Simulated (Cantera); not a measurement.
A closed system holds: 1 mol C2H2, 2.7 mol NH3, 0.48 mol H2, equilibrated at 850 K and 0.0133 bar.

Method: chemical equilibrium by Gibbs-energy minimisation in Cantera with the NASA 1993 tables (ideal gas, pure condensed phases). Candidate condensed phases: C, C6H6, C7H8, C8H18; 92 gas species. Equilibrium is a limit: real reactors are often held back by kinetics, nucleation or transport.

Base state: H2 0.797, N2 0.197, CH4 0.00528 (mole fractions); condensed: C(graphite).

**Question.** What changes in the equilibrium state with this change: NH3 from 2.7 to 0.017 mol?

**Answer.** 
| species | before | after |
|---|---|---|
| H2 | 0.797 | 0.986 |
| CH4 | 0.00528 | 0.00807 |
| N2 | 0.197 | 0.00566 |
| C(graphite), mol | 1.96 | 1.99 |
